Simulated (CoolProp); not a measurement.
Isobutene along the isobar 34 bar: fugacity coefficient from the reference equation and from simpler models built on Tc = 418.1 K, pc = 40.16 bar, ω = 0.193; each cubic takes its own stable root.

The numbers come from the reference Helmholtz-energy equation of state, Lemmon 2005 in CoolProp. It is a short technical equation, of lower accuracy than the large ones.

| T (K) | phase | reference | Redlich-Kwong | Soave-Redlich-Kwong | Peng-Robinson |
|---|---|---|---|---|---|
| 416.7 | gas | 0.7088 | 0.7174 | 0.7171 | 0.6955 |
| 432.8 | gas | 0.7459 | 0.7492 | 0.7527 | 0.7309 |
| 448.9 | gas | 0.7761 | 0.7758 | 0.7824 | 0.7606 |
| 465 | gas | 0.8014 | 0.7986 | ? | 0.7861 |
| 481.1 | gas | 0.8231 | 0.8185 | ? | 0.8084 |
| 497.2 | gas | 0.8419 | 0.8359 | 0.8491 | 0.8280 |
| 513.2 | gas | 0.8583 | 0.8511 | 0.8660 | 0.8452 |
| 529.3 | gas | ? | 0.8648 | 0.8811 | 0.8606 |

Task: Fill in the missing entries.

Result: 
- 465, Soave-Redlich-Kwong: 0.8078
- 481.1, Soave-Redlich-Kwong: 0.8299
- 529.3, reference: 0.8728
